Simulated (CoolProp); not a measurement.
Hexamethyldisiloxane (MM) along the isobar 23.9 bar: density (kg/m³) from the reference equation and from simpler models built on Tc = 518.7 K, pc = 19.31 bar, ω = 0.418; each cubic takes its own stable root.

The numbers come from the reference Helmholtz-energy equation of state, Thol 2016 in CoolProp.

| T (K) | phase | reference | van der Waals | Peng-Robinson |
|---|---|---|---|---|
| 438.7 | liquid | 599.0 | 380.3 | 626.3 |
| 464.6 | liquid | 558.7 | 357.9 | 572.3 |
| 490.5 | liquid | 508.7 | 330.5 | 502.0 |
| 516.4 | liquid | 431.6 | 293.5 | 395.2 |
| 542.3 | supercritical | 186.7 | 225.5 | 188.5 |
| 568.2 | supercritical | 131.3 | 146.5 | 133.8 |
| 594.1 | supercritical | 110.5 | 120.9 | 112.2 |
| 620 | supercritical | 97.82 | 106.4 | 99.11 |
